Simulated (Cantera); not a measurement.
An adiabatic, constant-volume homogeneous reactor starts with CO : H2 : O2 : N2 = 1 : 0.086 : 0.236 : 0.685 (molar parts), equivalence ratio 2.3, at 1500 K and 3750 Torr. Integrator tolerance rtol = 1e-08.

Cantera simulation using GRI-Mech 3.0 (53 species, 325 reactions); the numbers are that mechanism's predictions, not measurements. The hydrogen kinetics of GRI-Mech 3.0 are dated; newer H2 mechanisms differ, most at raised pressure. Above 3000 K some thermodynamic fits are extrapolated.

Problem. What does this change do: constant pressure in place of constant volume?

Solution. 
```csv
quantity,before,after
time of steepest temperature rise,5.90 µs,5.80 µs
temperature at 0.200 s,3153 K,2974 K
equilibrium temperature,3153 K,2974 K
x(CO) at 0.200 s,0.363 (gas-phase equilibrium 0.363),0.354 (gas-phase equilibrium 0.354)
x(H2) at 0.200 s,0.00776 (gas-phase equilibrium 0.00776),0.00792 (gas-phase equilibrium 0.00792)
x(O2) at 0.200 s,0.00889 (gas-phase equilibrium 0.00889),0.00587 (gas-phase equilibrium 0.00587)
x(HO2) at 0.200 s,5.01e-6 (gas-phase equilibrium 5.01e-6),2.37e-6 (gas-phase equilibrium 2.37e-6)
x(NO2) at 0.200 s,2.68e-6 (gas-phase equilibrium 2.68e-6),1.18e-6 (gas-phase equilibrium 1.18e-6)
x(CO2) at 0.200 s,0.186 (gas-phase equilibrium 0.186),0.200 (gas-phase equilibrium 0.200)
```
